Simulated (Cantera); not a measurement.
# Stirred combustor or abatement burner

A perfectly stirred reactor is fed with 37.1 % H2, 13.2 % O2, 49.7 % N2, equivalence ratio 1.4, at 0.730 bar; it is adiabatic with a 400 K inlet, and is followed from long to short residence time, starting on the burning branch (τ in s: 0.31, 0.081, 0.022, 0.0057, 0.0015, 0.0004, 0.00011, 2.8e-05, 7.3e-06).

Computed with Cantera and the H2/O2 subset of GRI-Mech 3.0, which has no nitrogen chemistry.

```
τ (s)    T (K)   x H2      x O2      x H       x O    x HO2   x H2O   x H2O2
-------  -----  -----  --------  -------  --------  -------  ------  -------
0.31      2346  0.120   8.68e-5  0.00567   7.74e-5  4.64e-8   0.301  1.26e-8
0.081     2334  0.120  0.000141  0.00698  0.000116  7.53e-8   0.300  1.78e-8
0.022     2303  0.119  0.000307   0.0103  0.000247  1.69e-7   0.298  3.17e-8
0.0057    2235  0.117  0.000817   0.0175  0.000666  4.37e-7   0.292  6.33e-8
0.0015    2113  0.115   0.00210   0.0303   0.00173  1.05e-6   0.283  1.33e-7
0.00040   1925  0.111   0.00468   0.0500   0.00367  2.42e-6   0.270  3.30e-7
0.00011   1687  0.107   0.00923   0.0747   0.00588  5.63e-6   0.254  9.43e-7
2.8e-5    1387  0.127    0.0247   0.0886   0.00672  2.01e-5   0.219  2.13e-6
7.3e-6     400  0.371     0.132   <1e-12    <1e-12   <1e-12  <1e-12   <1e-12
```
x: mole fraction; the columns are a selection and need not sum to one.
